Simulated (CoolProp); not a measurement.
Vapour pressure (kPa) of n-dodecane: the reference equation beside estimates from Tc = 658.1 K, pc = 1818 kPa, ω = 0.574. Clausius-Clapeyron is anchored at 553.4 K with a constant enthalpy of vaporisation of 35.79 kJ/mol.

Values from CoolProp's reference Helmholtz-energy equation of state, Lemmon 2004. It is a short technical equation, of lower accuracy than the large ones.

| T (K) | reference | Lee-Kesler | Clausius-Clapeyron | van der Waals | Redlich-Kwong | Soave-Redlich-Kwong | Peng-Robinson |
|---|---|---|---|---|---|---|---|
| 526.4 | 226.7 | 228.6 | 253.1 | 696.3 | 446.5 | 230.8 | 229.6 |
| 539.9 | 294.6 | 296.9 | 310.5 | 782.0 | 533.2 | 300.7 | 298.4 |
| 553.4 | 377.2 | 380.0 | 377.2 | 874.1 | 630.7 | 385.8 | 382.3 |
| 566.9 | 476.6 | 479.9 | 453.9 | 972.6 | 739.7 | 488.2 | 483.4 |
| 580.3 | 594.4 | 597.8 | 540.9 | 1077 | 859.7 | 609.3 | 603.1 |
| 593.8 | 734.6 | 738.3 | 640.3 | 1189 | 993.2 | 753.1 | 745.6 |
| 607.3 | 899.6 | 903.6 | 752.2 | 1308 | 1140 | 921.2 | 912.9 |

Absolute difference from the reference over all 7 rows, mean and median: Lee-Kesler 0.7 and 0.7 %, Clausius-Clapeyron 8.6 and 9.0 %, van der Waals 113.8 and 104.1 %, Redlich-Kwong 58.1 and 55.2 %, Soave-Redlich-Kwong 2.3 and 2.4 %, Peng-Robinson 1.4 and 1.4 %.
